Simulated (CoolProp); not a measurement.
Properties of cyclopentane along the isobar 216 bar (Tc = 511.7 K, pc = 45.83 bar, ω = 0.202).

The numbers come from the reference Helmholtz-energy equation of state, Gedanitz 2015 in CoolProp.

| T (K) | phase | cp (kJ/(kg K)) | expansivity (1/kK) |
|---|---|---|---|
| 451 | liquid | 2.490 | 1.636 |
| 463.4 | liquid | 2.546 | 1.694 |
| 475.8 | liquid | 2.602 | 1.755 |
| 488.2 | liquid | 2.656 | 1.820 |
| 500.5 | liquid | 2.710 | 1.889 |
| 512.9 | supercritical | 2.764 | 1.963 |
| 525.3 | supercritical | 2.818 | 2.043 |
| 537.6 | supercritical | 2.872 | 2.128 |
| 550 | supercritical | 2.925 | 2.220 |
